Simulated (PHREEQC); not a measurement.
Consider water at 25 °C with 0.29 mol/kgw ZnSO4 and 0.013 mol/kgw H3BO3. Closed to the air; pH follows from the charge balance.

All values are PHREEQC results (ion-association model, phreeqc.dat), not measurements.

Precipitation was switched off in this run.

Task: Order these Zn species by the share of Zn that they hold, largest first: Zn(SO4)2-2, Zn+2, ZnSO4.

Result: Zn+2 (48 %), ZnSO4 (34 %), Zn(SO4)2-2 (18 %)

The pH is 5.41 and the ionic strength 0.551 mol/kgw.
